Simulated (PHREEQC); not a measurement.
Make-up at 25 °C: 17 mmol/kgw ZnSO4 and 47 mmol/kgw NaF. Closed to the air; pH follows from the charge balance.

All values are PHREEQC results (ion-association model, wateq4f.dat), not measurements.

```
Item                    Result
--------------  --------------
pH                        6.50
ionic strength  0.0894 mol/kgw
```

| species | molality | activity | log γ |
|---|---|---|---|
| Na+ | 0.0454 | 0.0358 | -0.103 |
| F- | 0.0438 | 0.0337 | -0.113 |
| SO4-2 | 0.0112 | 0.00432 | -0.413 |
| Zn+2 | 0.0100 | 0.00413 | -0.384 |
| ZnSO4 | 0.00410 | 0.00418 | 0.009 |
| ZnF+ | 0.00250 | 0.00197 | -0.104 |

This is a speciation only: nothing precipitates in the calculation.
